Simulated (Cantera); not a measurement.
Charge: 1 mol Si, 3.8 mol SF6, 6.1 mol N2, held at 775 K and 0.00220 bar.

Method: chemical equilibrium by Gibbs-energy minimisation in Cantera with the NASA 1993 tables (ideal gas, pure condensed phases). Candidate condensed phases: S, Si, Si3N4; 29 gas species. The tables' values for SF3, S2F2 (SSF2) are old estimates; treat these amounts as uncertain. The numbers say what is thermodynamically allowed, not how fast it happens.

Q: What is the equilibrium state?

A: 
| Quantity | Result |
|---|---|
| x(N2) | 0.560 |
| x(SF4) | 0.183 |
| x(SF6) | 0.165 |
| x(SiF4) | 0.0917 |
| x(SF3) | 0.000155 |
| x(SF2) | 8.07e-5 |
| x(S2F2 (SSF2)) | 1.16e-5 |
| x(SF5) | 1.38e-6 |
| gas amount | 10.90 mol |
| log10 activity of S(l) (absent) | -7.73 |
| log10 activity of Si(s) (absent) | -65.49 |
